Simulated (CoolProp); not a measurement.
A single-stage vapour-compression cycle with propylene: evaporating at 229.15 K (dew point), condensing at 277.15 K (bubble point), superheat 0 K, subcooling 2 K, compressor efficiency 0.9, no pressure losses. Each further row changes one setting.

Computed with CoolProp (reference Helmholtz-energy equation of state, Lemmon 2013).

| case | cooling COP | pressure ratio | discharge temperature (K) | refrigerating effect (kJ/kg) | volumetric capacity (kJ/m³) |
|---|---|---|---|---|---|
| as stated | 3.58 | 5.52 | 302.6 | 328 | 899 |
| evaporating temperature 234.15 K | 4.16 | 4.45 | 298.9 | 333 | 1120 |
| condensing temperature 272.15 K | 4.09 | 4.76 | 295.8 | 340 | 933 |
| subcooling 7 K | 3.71 | 5.52 | 302.6 | 340 | 932 |
| superheat 10 K | 3.55 | 5.52 | 313.1 | 342 | 892 |
| compressor efficiency 0.8 | 3.18 | 5.52 | 309.3 | 328 | 899 |
